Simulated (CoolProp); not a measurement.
A simple Rankine cycle with cyclohexane: condensing at 319.15 K, boiler at 2.32 MPa, turbine inlet 515 K, turbine efficiency 0.7, pump efficiency 0.6, no recuperator. Each further row changes one setting.

Values from CoolProp's reference Helmholtz-energy equation of state, Zhou 2014.

```
case                             thermal efficiency (%)  net work (kJ/kg)  heat in (kJ/kg)  turbine exit temperature (K)  volume ratio over the turbine
-------------------------------  ----------------------  ----------------  ---------------  ----------------------------  -----------------------------
as stated                                          17.4        (withheld)              683                         430.3                     (withheld)
turbine inlet 535 K                                17.2               127              740                         454.6                           86.5
condensing temperature 311.15 K              (withheld)               127       (withheld)                    (withheld)                            126
boiler pressure 1.62 MPa                           16.4               116       (withheld)                         444.5                           56.0
turbine efficiency 0.6                       (withheld)               101              683                         439.3                           94.9
```

Question: Complete the blanks.

Answer: 
- as stated, net work (kJ/kg): 119
- as stated, volume ratio over the turbine: 92.9
- condensing temperature 311.15 K, thermal efficiency (%): 18.2
- condensing temperature 311.15 K, heat in (kJ/kg): 698
- condensing temperature 311.15 K, turbine exit temperature (K): 425.7
- boiler pressure 1.62 MPa, heat in (kJ/kg): 708
- turbine efficiency 0.6, thermal efficiency (%): 14.8
